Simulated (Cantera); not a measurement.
An isothermal, constant-pressure homogeneous reactor starts with 21.3 % NO, 78.7 % N2, at 2000 K and 100000 Pa.

Model: GRI-Mech 3.0 (53 species, 325 reactions), integrated in Cantera.

### Question
Predict: x(NO) at 2.00 s; x(NO2) at 2.00 s; x(N2O) at 2.00 s; x(N2) at 2.00 s; x(O2) at 2.00 s; x(O) at 2.00 s.

### Answer
- x(NO) at 2.00 s = 0.0559 (gas-phase equilibrium 0.00574)
- x(NO2) at 2.00 s = 5.90e-5 (gas-phase equilibrium 6.93e-6)
- x(N2O) at 2.00 s = 1.69e-6 (gas-phase equilibrium 3.43e-7)
- x(N2) at 2.00 s = 0.866 (gas-phase equilibrium 0.891)
- x(O2) at 2.00 s = 0.0783 (gas-phase equilibrium 0.103)
- x(O) at 2.00 s = 0.000190 (gas-phase equilibrium 0.000216)
